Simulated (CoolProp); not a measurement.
Computed with CoolProp (reference Helmholtz-energy equation of state, Thol 2019).

### Question
For n-hexane, give the phase and the cv (kJ/(kg K)), speed of sound (m/s) at 600 K and 0.0609 MPa; 600 K and 4.57 MPa.

### Answer
- 600 K and 0.0609 MPa: gas; cv 2.79, speed of sound 244
- 600 K and 4.57 MPa: supercritical; cv 2.88, speed of sound 178
